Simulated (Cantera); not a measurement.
A Cantera script and its output.

```python
import numpy as np
import cantera as ct

gas = ct.Solution("gri30.yaml")
gas.TPX = 1575, 77000, {'NO': 1, 'N2': 0.88}
reactor = ct.IdealGasConstPressureReactor(gas, energy="off", clone=False)
net = ct.ReactorNet([reactor])
net.rtol, net.atol = 1e-08, 1e-18
show = ['NO', 'NO2', 'O2', 'N2', 'N2O', 'O']
times = np.geomspace(2e-06, 100, 11)

steps = ct.SolutionArray(gas, extra=["t"])
rows = []
print(f"{'t/s':>10s}{'T/K':>9s}{'P/Pa':>11s}" + "".join(f"{s:>11s}" for s in show))
for t in times:
    while net.time < t:
        t_next = net.step()
        steps.append(gas.state, t=t_next)
    rows.append([np.interp(t, steps.t, y) for y in (steps.T, steps.P, *steps(*show).X.T)])
    print(f"{t:10.3e}{rows[-1][0]:9.1f}{rows[-1][1]:11.4g}" + "".join(f"{x:11.3e}" for x in rows[-1][2:]))
rate = np.gradient(steps.T, steps.t)
print("integrator steps:", len(steps.t))
if steps.T.max() > steps.T[0] + 200:
    print(f"time of steepest temperature rise: {steps.t[rate.argmax()]:.4e} s")
gas.TPX = 1575, 77000, {'NO': 1, 'N2': 0.88}
gas.equilibrate("TP")
print(f"equilibrium (TP): T = {gas.T:.1f} K  " + "  ".join(f"{s} {gas[s].X[0]:.3e}" for s in show))
```

Result:

```
       t/s      T/K       P/Pa         NO        NO2         O2         N2        N2O          O
 2.000e-06   1575.0    7.7e+04  5.319e-01  5.863e-10  4.459e-13  4.681e-01  1.006e-08  9.479e-09
 1.177e-05   1575.0    7.7e+04  5.319e-01  1.687e-08  1.289e-11  4.681e-01  5.923e-08  4.240e-08
 6.931e-05   1575.0    7.7e+04  5.319e-01  2.667e-07  2.186e-10  4.681e-01  3.482e-07  8.267e-08
 4.081e-04   1575.0    7.7e+04  5.319e-01  1.982e-06  2.408e-09  4.681e-01  2.033e-06  9.004e-08
 2.402e-03   1575.0    7.7e+04  5.319e-01  1.257e-05  5.294e-08  4.681e-01  1.139e-05  1.269e-07
 1.414e-02   1575.0    7.7e+04  5.317e-01  8.347e-05  3.854e-06  4.681e-01  5.102e-05  3.473e-07
 8.326e-02   1575.0    7.7e+04  5.309e-01  2.549e-04  2.429e-04  4.685e-01  9.856e-05  8.018e-07
 4.901e-01   1575.0    7.7e+04  5.268e-01  3.191e-04  2.248e-03  4.705e-01  9.840e-05  9.869e-07
 2.885e+00   1575.0    7.7e+04  5.038e-01  5.287e-04  1.357e-02  4.820e-01  8.957e-05  1.644e-06
 1.699e+01   1575.0    7.7e+04  4.001e-01  8.497e-04  6.513e-02  5.338e-01  5.587e-05  3.230e-06
 1.000e+02   1575.0    7.7e+04  1.761e-01  6.106e-04  1.774e-01  6.459e-01  1.073e-05  5.202e-06
integrator steps: 1006
equilibrium (TP): T = 1575.0 K  NO 1.889e-03  NO2 8.000e-06  O2 2.650e-01  N2 7.331e-01  N2O 9.602e-08  O 6.320e-06
```

Detailed kinetics in Cantera: GRI-Mech 3.0 (53 species, 325 reactions).
